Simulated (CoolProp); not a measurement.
A closed Brayton cycle with carbon dioxide: compressor inlet 312.15 K and 8.4 MPa, high pressure 19.6 MPa, turbine inlet 695 K, compressor efficiency 0.8, turbine efficiency 0.9, recuperator effectiveness 0.95 (on enthalpy, no pinch check). Each further row changes one setting.

Model: reference Helmholtz-energy equation of state, Span 1996, in CoolProp.

```csv
case,thermal efficiency (%),net work (kJ/kg),compressor to turbine work,compressor exit (K),turbine exit (K)
as stated,30.0,61.3,0.33,364.0,602.8
turbine inlet 645 K,27.5,…,…,364.0,…
compressor inlet 322.15 K,28.1,…,…,391.0,602.8
high pressure 16.7 MPa,…,52.1,0.31,353.9,620.0
recuperator effectiveness 0.5,18.5,61.3,0.33,364.0,602.8
```

Problem. What belongs in the gaps?

Solution. 
- turbine inlet 645 K, net work (kJ/kg): 53.1
- turbine inlet 645 K, compressor to turbine work: 0.37
- turbine inlet 645 K, turbine exit (K): 556.3
- compressor inlet 322.15 K, net work (kJ/kg): 50.0
- compressor inlet 322.15 K, compressor to turbine work: 0.46
- high pressure 16.7 MPa, thermal efficiency (%): 28.7
